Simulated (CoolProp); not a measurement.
A simple Rankine cycle with R113: condensing at 305.15 K, boiler at 0.309 MPa, turbine inlet 361 K, turbine efficiency 0.85, pump efficiency 0.8, no recuperator. Each further row changes one setting.

The numbers come from the reference Helmholtz-energy equation of state, Marx 1992 in CoolProp.

```tsv
case	thermal efficiency (%)	net work (kJ/kg)	heat in (kJ/kg)	turbine exit temperature (K)	volume ratio over the turbine
as stated	10.9	20.1	184	326.4	5.12
turbine inlet 381 K	10.8	21.5	199	346.1	5.08
condensing temperature 297.15 K	12.4	23.7	191	320.7	6.88
boiler pressure 0.216 MPa	8.8	16.2	185	334.4	3.56
turbine efficiency 0.75	9.6	17.7	184	329.9	5.18
```
